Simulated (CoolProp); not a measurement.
Properties of CHF3 (R23) along the isobar 0.113 MPa.

Values from CoolProp's reference Helmholtz-energy equation of state, Penoncello 2003.

| T (°C) | phase | Z | cp (kJ/(kg K)) | isothermal compressibility (1/MPa) | conductivity (mW/(m K)) |
|---|---|---|---|---|---|
| 6.45 | gas | 0.9892 | 0.7134 | 8.947 | 12.6 |
| 9.85 | gas | 0.9897 | 0.7177 | 8.943 | 12.8 |
| 13.25 | gas | 0.9901 | 0.7221 | 8.939 | 13.0 |
| 16.75 | gas | 0.9905 | 0.7267 | 8.935 | 13.2 |
| 20.15 | gas | 0.9909 | 0.7311 | 8.932 | 13.4 |
| 23.55 | gas | 0.9912 | 0.7356 | 8.928 | 13.6 |
| 26.95 | gas | 0.9916 | 0.7402 | 8.925 | 13.8 |
| 30.35 | gas | 0.9919 | 0.7447 | 8.922 | 13.9 |
| 33.85 | gas | 0.9922 | 0.7494 | 8.919 | 14.1 |
| 37.25 | gas | 0.9925 | 0.7540 | 8.917 | 14.3 |
| 40.65 | gas | 0.9928 | 0.7586 | 8.914 | 14.5 |
| 44.05 | gas | 0.9931 | 0.7632 | 8.912 | 14.7 |
| 47.45 | gas | 0.9933 | 0.7679 | 8.909 | 14.8 |
| 50.95 | gas | 0.9936 | 0.7726 | 8.907 | 15.0 |
| 54.35 | gas | 0.9938 | 0.7773 | 8.905 | 15.2 |
| 57.75 | gas | 0.9940 | 0.7819 | 8.903 | 15.4 |

Thermal conductivity comes from a separate model (Shan 2000).
